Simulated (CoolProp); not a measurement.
Saturation properties of p-xylene.

Values from CoolProp's reference Helmholtz-energy equation of state, Zhou 2012.

| T (°C) | p (MPa) | vapour density (kg/m³) | enthalpy of vaporisation (kJ/kg) | liquid viscosity (µPa s) |
|---|---|---|---|---|
| 120.55 | 0.06143 | 2.061 | 347.1 | 250 |
| 124.95 | 0.06987 | 2.326 | 344.5 | 242 |
| 129.45 | 0.07944 | 2.624 | 341.8 | 235 |
| 133.95 | 0.09002 | 2.952 | 339.0 | 227 |
| 138.35 | 0.1014 | 3.302 | 336.3 | 220 |
| 142.85 | 0.1142 | 3.694 | 333.5 | 213 |
| 147.25 | 0.1279 | 4.112 | 330.8 | 207 |
| 151.75 | 0.1432 | 4.576 | 327.9 | 200 |
| 156.25 | 0.1599 | 5.082 | 325.0 | 194 |
| 160.65 | 0.1777 | 5.617 | 322.1 | 188 |
| 165.15 | 0.1974 | 6.210 | 319.1 | 182 |
| 169.55 | 0.2182 | 6.837 | 316.1 | 177 |
| 174.05 | 0.2413 | 7.529 | 313.0 | 171 |

It boils at 138.3 °C under 1 atm.

Viscosity comes from a separate model (Balogun 2015).
